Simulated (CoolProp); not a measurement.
Model: reference Helmholtz-energy equation of state, Thol 2015, in CoolProp.

Give the vapour pressure (MPa), liquid density (kg/m³), vapour density (kg/m³), enthalpy of vaporisation (kJ/kg) of saturated octamethylcyclotetrasiloxane (D4) at 161.95, 187.15, 199.75 °C.


```json
[
 {"T (°C)": "161.95", "p (MPa)": "0.0704", "liquid density (kg/m³)": "784", "vapour density (kg/m³)": "6.13", "enthalpy of vaporisation (kJ/kg)": "136"},
 {"T (°C)": "187.15", "p (MPa)": "0.134", "liquid density (kg/m³)": "749", "vapour density (kg/m³)": "11.5", "enthalpy of vaporisation (kJ/kg)": "126"},
 {"T (°C)": "199.75", "p (MPa)": "0.179", "liquid density (kg/m³)": "730", "vapour density (kg/m³)": "15.3", "enthalpy of vaporisation (kJ/kg)": "121"}
]
```
